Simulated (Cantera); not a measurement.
A Cantera script and its output.

```python
import numpy as np
import cantera as ct

gas = ct.Solution("h2o2.yaml")
gas.TPX = 1400, 1400, {'H2': 0.07, 'O2': 1}
reactor = ct.IdealGasConstPressureReactor(gas, energy="off", clone=False)
net = ct.ReactorNet([reactor])
net.rtol, net.atol = 1e-08, 1e-18
show = ['H2', 'O2', 'H2O2', 'H2O', 'H']
times = np.geomspace(0.0002, 10, 10)

steps = ct.SolutionArray(gas, extra=["t"])
rows = []
print(f"{'t/s':>10s}{'T/K':>9s}{'P/Pa':>11s}" + "".join(f"{s:>11s}" for s in show))
for t in times:
    while net.time < t:
        t_next = net.step()
        steps.append(gas.state, t=t_next)
    rows.append([np.interp(t, steps.t, y) for y in (steps.T, steps.P, *steps(*show).X.T)])
    print(f"{t:10.3e}{rows[-1][0]:9.1f}{rows[-1][1]:11.4g}" + "".join(f"{x:11.3e}" for x in rows[-1][2:]))
rate = np.gradient(steps.T, steps.t)
print("integrator steps:", len(steps.t))
if steps.T.max() > steps.T[0] + 200:
    print(f"time of steepest temperature rise: {steps.t[rate.argmax()]:.4e} s")
gas.TPX = 1400, 1400, {'H2': 0.07, 'O2': 1}
gas.equilibrate("TP")
print(f"equilibrium (TP): T = {gas.T:.1f} K  " + "  ".join(f"{s} {gas[s].X[0]:.3e}" for s in show))
```

Result:

```
       t/s      T/K       P/Pa         H2         O2       H2O2        H2O          H
 2.000e-04   1400.0       1400  6.542e-02  9.346e-01  7.143e-10  1.455e-06  5.993e-07
 6.655e-04   1400.0       1400  6.245e-02  9.323e-01  8.370e-09  2.073e-03  6.875e-04
 2.214e-03   1400.0       1400  1.376e-03  8.813e-01  7.217e-08  5.585e-02  9.087e-03
 7.368e-03   1400.0       1400  1.267e-03  8.858e-01  7.153e-08  5.687e-02  7.938e-03
 2.452e-02   1400.0       1400  9.770e-04  8.974e-01  6.872e-08  5.947e-02  5.173e-03
 8.158e-02   1400.0       1400  4.548e-04  9.164e-01  5.560e-08  6.360e-02  1.553e-03
 2.714e-01   1400.0       1400  9.385e-05  9.287e-01  2.884e-08  6.634e-02  1.406e-04
 9.032e-01   1400.0       1400  1.234e-05  9.317e-01  9.707e-09  6.723e-02  6.648e-06
 3.005e+00   1400.0       1400  1.802e-06  9.322e-01  2.795e-09  6.749e-02  3.707e-07
 1.000e+01   1400.0       1400  4.094e-07  9.323e-01  1.060e-09  6.756e-02  4.023e-08
integrator steps: 1707
equilibrium (TP): T = 1400.0 K  H2 2.690e-07  O2 9.323e-01  H2O2 8.633e-10  H2O 6.758e-02  H 2.147e-08
```

Computed with Cantera and the H2/O2 subset of GRI-Mech 3.0, which has no nitrogen chemistry. Radical loss at walls, strong at low pressure, is not modelled. The temperature is held fixed by assumption; the heat of reaction is taken as removed at once.
